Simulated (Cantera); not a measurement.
A perfectly stirred reactor is fed with NH3 : N2 = 1 : 0.13 (molar parts), at 1.01 bar; it is held at 1700 K, and followed from long to short residence time.

Computed with Cantera and the gas-phase N/H chemistry of the illustrative SiF4/NH3 mechanism in the Surface Chemkin manual (1991). Walls and surfaces, which speed up NH3 decomposition in real reactors, are not modelled.

x: mole fraction; the columns are a selection and need not sum to one.

```csv
τ (s),x NH3,x N,x NH2,x H,x N2H4,x NH
1.5,0.419,2.31e-8,0.000116,4.05e-5,1.13e-7,7.19e-7
0.54,0.608,2.23e-8,0.000153,2.19e-5,1.97e-7,8.24e-7
0.19,0.756,[?],0.000180,9.68e-6,2.73e-7,8.40e-7
0.067,0.834,[?],0.000196,3.83e-6,3.24e-7,7.73e-7
0.024,0.866,[?],0.000204,1.45e-6,3.51e-7,6.78e-7
0.0084,0.878,[?],0.000205,5.30e-7,3.54e-7,6.01e-7
0.0030,0.883,7.11e-10,0.000197,1.98e-7,3.26e-7,5.31e-7
0.0011,0.884,2.62e-10,0.000172,7.87e-8,2.49e-7,4.22e-7
0.00037,0.885,8.18e-11,0.000114,3.28e-8,1.09e-7,2.14e-7
```

Q: What belongs in the gaps?

A: 
- 0.19, x N: 1.79e-8
- 0.067, x N: 1.09e-8
- 0.024, x N: 5.05e-9
- 0.0084, x N: 1.93e-9
